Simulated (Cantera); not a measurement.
## Ignition delay

Mixture: CO : H₂ : CH₄ : O₂ : N₂ : H₂O = 1 : 0.23 : 0.055 : 1.23 : 7.5 : 0.26 (molar parts), at 760 Torr, adiabatic and at constant volume. Ignition delay is the time to a rise of 400 K.

Computed with Cantera and GRI-Mech 3.0 (53 species, 325 reactions). Below about 1000 K GRI-Mech 3.0 lacks low-temperature oxidation paths. Where the delays flatten at high temperature, the 400 K rule measures the pace of heat release, not the induction time.

```tsv
T0 (K)	delay (ms)
950	12.1
1050	0.774
1150	0.261
1250	0.150
1350	0.108
1450	0.0874
1550	0.0781
1650	0.0756
1750	0.0784
```
